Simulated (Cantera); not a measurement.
An isothermal, constant-pressure homogeneous reactor starts with C2H6 : N2 = 1 : 1.1 (molar parts), at 1125 K and 0.0385 atm. Integrator tolerance rtol = 1e-08.

Detailed kinetics in Cantera: GRI-Mech 3.0 (53 species, 325 reactions). GRI-Mech 3.0 stops at C3 and has no aromatics, soot or wall deposition, so with more carbon than oxygen in the feed, carbon stays in small species such as C2H2 where larger ones or solid carbon would form. Radical loss at walls, strong at low pressure, is not modelled.

**Question.** What does this change do: temperature 1125 to 1950 K?

**Answer.** 
```csv
quantity,before,after
x(C2H6) at 70.0 s,0.000592 (gas-phase equilibrium 0.000137),4.68e-10 (gas-phase equilibrium 3.59e-10)
x(CH2) at 70.0 s,3.19e-12 (gas-phase equilibrium <1e-12),2.30e-7 (gas-phase equilibrium 2.02e-7)
x(CH3) at 70.0 s,2.85e-6 (gas-phase equilibrium 2.26e-6),2.18e-5 (gas-phase equilibrium 1.92e-5)
x(C2H4) at 70.0 s,0.107 (gas-phase equilibrium 0.0414),4.09e-5 (gas-phase equilibrium 3.02e-5)
x(CH4) at 70.0 s,0.0579 (gas-phase equilibrium 0.249),0.000131 (gas-phase equilibrium 0.000115)
```

**Question.** What does this change do: C2H6 1 to 7.9 parts?

**Answer.** 
```csv
quantity,before,after
x(C2H6) at 70.0 s,0.000592 (gas-phase equilibrium 0.000137),0.00121 (gas-phase equilibrium 0.000301)
x(CH2) at 70.0 s,3.19e-12 (gas-phase equilibrium <1e-12),4.45e-12 (gas-phase equilibrium <1e-12)
x(CH3) at 70.0 s,2.85e-6 (gas-phase equilibrium 2.26e-6),4.29e-6 (gas-phase equilibrium 3.35e-6)
x(C2H4) at 70.0 s,0.107 (gas-phase equilibrium 0.0414),0.166 (gas-phase equilibrium 0.0755)
x(CH4) at 70.0 s,0.0579 (gas-phase equilibrium 0.249),0.0950 (gas-phase equilibrium 0.407)
```
